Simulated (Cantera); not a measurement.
An isothermal, constant-pressure homogeneous reactor starts with 85.5 % N₂O, 14.5 % N₂, at 1225 K and 1.01 bar.

Detailed kinetics in Cantera: GRI-Mech 3.0 (53 species, 325 reactions). GRI-Mech 3.0 was tuned for natural gas; its chemistry of N2O as a main component is partial and can be far from experiment. The mechanism lacks the step 2 NO + O2 → 2 NO2, which can matter for NO2 below about 1400 K. The temperature is held fixed by assumption; the heat of reaction is taken as removed at once.

x: mole fraction; the columns are a selection and need not sum to one.

```csv
t (s),x N₂O,x NO,x O₂,x N₂,x O
5.00e-6,0.855,1.43e-7,5.49e-7,0.145,(withheld)
3.65e-5,0.855,2.79e-6,1.07e-5,0.145,2.52e-6
0.000266,0.854,2.40e-5,9.20e-5,0.145,2.53e-6
0.00194,0.852,0.000178,0.000684,0.147,2.52e-6
0.0141,0.839,0.00128,0.00494,0.155,2.51e-6
0.103,0.748,0.00844,0.0332,0.211,2.40e-6
0.752,0.373,0.0353,0.151,0.441,(withheld)
5.48,0.0189,0.0496,0.267,0.663,(withheld)
40.0,6.31e-7,0.0490,0.274,0.676,(withheld)
```

Question: Some entries are withheld; supply them.

Answer: 
- 5.00e-6, x O: 1.38e-6
- 0.752, x O: 1.72e-6
- 5.48, x O: 1.94e-7
- 40.0, x O: 2.20e-8
